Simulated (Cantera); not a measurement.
**Sublimation and decomposition of ceramics: SiC + N₂**

A closed system holds: 1 mol SiC, a varied amount of N₂, at 2552 °C and 90.0 Pa.

Equilibrium computed with Cantera from the NASA thermochemical tables; the gas is ideal and each condensed phase is pure. Candidate condensed phases: C, Si, SiC, Si₃N₄; 20 gas species. The tables' values for SiN are old estimates; treat these amounts as uncertain. Kinetics and transport are ignored.

```csv
n(N₂) (mol),x N₂,x Si,x SiC₂,x C₃,x CN,n C(graphite)
0.071,0.0575,0.545,0.320,0.0476,0.00895,0.0637
0.1,0.0797,0.530,0.312,0.0476,0.0105,0.0562
0.15,0.115,0.506,0.298,0.0476,0.0127,0.0438
0.22,0.161,0.477,0.280,0.0476,0.0150,0.0270
0.33,0.222,0.437,0.257,0.0476,0.0176,0.00131
0.48,0.292,0.399,0.226,0.0449,0.0198,0
0.71,0.377,0.353,0.189,0.0414,0.0219,0
1,0.457,0.310,0.156,0.0377,0.0234,0
1.5,0.553,0.257,0.118,0.0327,0.0245,0
2.2,0.640,0.209,0.0857,0.0277,0.0249,0
3.3,0.720,0.163,0.0579,0.0223,0.0246,0
4.8,0.783,0.127,0.0383,0.0175,0.0237,0
```
x: gas mole fraction; n: condensed amount in mol.

From 0.071 mol N₂ to 0.33 mol N₂ the condensed part is C(graphite). From 0.48 mol N₂ to 4.8 mol N₂ nothing is condensed. The main Si-bearing gas is Si throughout.
